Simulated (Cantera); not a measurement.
An adiabatic, constant-pressure homogeneous reactor starts with 5.77 % CH4, 0.479 % C2H6, 14.7 % O2, 72.1 % N2, 6.92 % H2O, equivalence ratio 0.90, at 1723 K and 1.00 bar.

Detailed kinetics in Cantera: GRI-Mech 3.0 (53 species, 325 reactions).

One state of this run: T (K) = 2645; x CH4 = <1e-12; x C2H6 = <1e-12; x O2 = 0.0251; x NO = 0.00225; x CH2CO = <1e-12. x: mole fraction; the columns are a selection and need not sum to one.

### Question
Which value of t (s) does it belong to?
A. 7.00e-6
B. 0.00125
C. 2.56e-5
D. 9.36e-5

### Answer
B, 0.00125
